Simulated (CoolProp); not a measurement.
A single-stage vapour-compression cycle with the fluid: evaporating at 255.15 K (dew point), condensing at 318.15 K (bubble point), superheat 10 K, subcooling 8 K, compressor efficiency 0.75, no pressure losses. The same conditions are run with several fluids, on thermodynamics alone (safety and materials aside).

The numbers come from the reference Helmholtz-energy equation of state of each fluid (hydrogen sulfide: Lemmon 2006; n-perfluoropentane: Gao 2022; vinyl chloride: Thol 2022; R22: Kamei 1995; R11: Jacobsen 1992; propylene: Lemmon 2013) in CoolProp.

Question: Rank hydrogen sulfide, n-perfluoropentane, vinyl chloride, R22, R11, propylene by cooling COP, highest first.

Answer: R11 (2.60), vinyl chloride (2.53), R22 (2.36), propylene (2.32), hydrogen sulfide (2.29), n-perfluoropentane (2.05)

```csv
fluid,pressure ratio,discharge temperature (K),refrigerating effect (kJ/kg),volumetric capacity (kJ/m³)
hydrogen sulfide,5.46,440.6,384,3730
n-perfluoropentane,14.6,318.1,54.8,86.3
vinyl chloride,8.07,394.2,283,701
R22,6.53,379.0,159,1760
R11,11.7,368.9,154,168
propylene,5.62,357.6,279,1880
```

The compression ends wet for: n-perfluoropentane.
